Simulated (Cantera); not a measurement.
## Equilibrium for oxide etching and cleaning by halides: Al₂O₃ + SiCl₄ + O₂

A closed system holds: 1 mol Al₂O₃, 0.31 mol SiCl₄, 0.16 mol O₂, at 0.560 bar.

These are equilibrium values from Cantera (NASA tables, ideal gas, pure condensed phases), not measurements of a reactor. Candidate condensed phases: Al, AlCl₃, Al₂O₃, Al₂SiO₅, Al₆Si₂O₁₃, Si, SiO₂; 26 gas species. Mutual solubility and eutectic melting of coexisting phases are not modelled. The tables' values for AlCl₂ are old estimates; treat these amounts as uncertain. Condensed phases not in the tables: AlOCl, alloys, solid solutions and most ternary compounds. The numbers say what is thermodynamically allowed, not how fast it happens.

At 998 K the condensed part is Al₂O₃(s) + Al₂SiO₅(andalusite). From 1148 K to 1898 K the condensed part is Al₂O₃(s) + Al₆Si₂O₁₃(mullite). The main Al-bearing gas is AlCl₃ throughout. The share of Al in condensed phases is highest at 998 K (92.0 %) and lowest at 1898 K (89.9 %).

```csv
T (K),x Cl₂,x AlCl₃,x Cl,x SiCl₄,n Al₂O₃(s),n Al₂SiO₅(andalusite),n Al₆Si₂O₁₃(mullite)
998,0.630,0.305,0.000400,0.0585,0.639,0.280,0
1148,0.618,0.357,0.00282,0.0205,0.458,0,0.150
1298,0.607,0.373,0.0127,0.00685,0.443,0,0.153
1448,0.582,0.373,0.0415,0.00280,0.438,0,0.154
1598,0.530,0.363,0.106,0.00132,0.436,0,0.155
1748,0.438,0.343,0.217,0.000691,0.435,0,0.155
1898,0.312,0.318,0.365,0.000389,0.434,0,0.155
```
x: gas mole fraction; n: condensed amount in mol.
